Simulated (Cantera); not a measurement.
An adiabatic, constant-volume homogeneous reactor starts with CO : H2 : CH4 : O2 : N2 = 1 : 0.04 : 0.81 : 1.78 : 6.71 (molar parts), equivalence ratio 1.2, at 1000 K and 4.10 bar. Integrator tolerance rtol = 1e-08.

Cantera simulation using GRI-Mech 3.0 (53 species, 325 reactions); the numbers are that mechanism's predictions, not measurements.

Problem. What does this change do: 0.14 parts CO2 added?

Solution. 
| quantity | before | after |
|---|---|---|
| time of steepest temperature rise | 0.185 s | 0.188 s |
| temperature at 8.00 s | 2906 K | 2877 K |
| equilibrium temperature | 2906 K | 2877 K |
| x(CO) at 8.00 s | 0.0791 (gas-phase equilibrium 0.0791) | 0.0792 (gas-phase equilibrium 0.0792) |
| x(H2) at 8.00 s | 0.0157 (gas-phase equilibrium 0.0157) | 0.0143 (gas-phase equilibrium 0.0143) |
| x(CH4) at 8.00 s | <1e-12 (gas-phase equilibrium <1e-12) | <1e-12 (gas-phase equilibrium <1e-12) |
| x(CH2O) at 8.00 s | 6.01e-9 (gas-phase equilibrium 6.01e-9) | 5.39e-9 (gas-phase equilibrium 5.39e-9) |
| x(C2H6) at 8.00 s | <1e-12 (gas-phase equilibrium <1e-12) | <1e-12 (gas-phase equilibrium <1e-12) |

Problem. What does this change do: initial temperature 1000 to 1373 K?

Solution. 
```tsv
quantity	before	after
time of steepest temperature rise	0.185 s	1.33 ms
temperature at 8.00 s	2906 K	3018 K
equilibrium temperature	2906 K	3018 K
x(CO) at 8.00 s	0.0791 (gas-phase equilibrium 0.0791)	0.0907 (gas-phase equilibrium 0.0907)
x(H2) at 8.00 s	0.0157 (gas-phase equilibrium 0.0157)	0.0190 (gas-phase equilibrium 0.0190)
x(CH4) at 8.00 s	<1e-12 (gas-phase equilibrium <1e-12)	<1e-12 (gas-phase equilibrium <1e-12)
x(CH2O) at 8.00 s	6.01e-9 (gas-phase equilibrium 6.01e-9)	6.39e-9 (gas-phase equilibrium 6.39e-9)
x(C2H6) at 8.00 s	<1e-12 (gas-phase equilibrium <1e-12)	<1e-12 (gas-phase equilibrium <1e-12)
```
Above 3000 K some thermodynamic fits are extrapolated.
